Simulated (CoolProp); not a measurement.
Vapour-liquid equilibrium of carbon dioxide (1) + n-perfluorobutane (2) at -25.15 °C; x and y are mole fractions of (1).

Values from CoolProp's multi-fluid Helmholtz-energy mixture model, Span 1996 and Gao 2022; pair parameters Bell 2016.

```csv
x,bubble pressure (MPa),y at the bubble point,dew pressure at overall composition x (MPa),liquid density (mol/L)
0.05,0.1466,0.757,0.03781,7.336
0.15,0.4007,0.913,0.04229,7.980
0.25,0.6465,0.947,0.04794,8.718
0.35,0.8451,0.960,0.05532,9.575
0.45,0.9899,0.967,0.06534,10.59
0.55,1.097,0.972,0.07976,11.81
0.65,1.190,0.976,0.1023,13.33
0.75,1.292,0.980,0.1427,15.27
0.85,1.419,0.987,0.2361,17.87
0.95,1.581,0.995,0.6856,21.52
```

No azeotrope shows between x = 0.05 and 0.95.

The pair parameters rest on a limited set of measurements; away from them the model extrapolates. The gap from Raoult's law changes sign with composition, which may be real or a fault of the pair parameters; it wasn't checked against measurements.
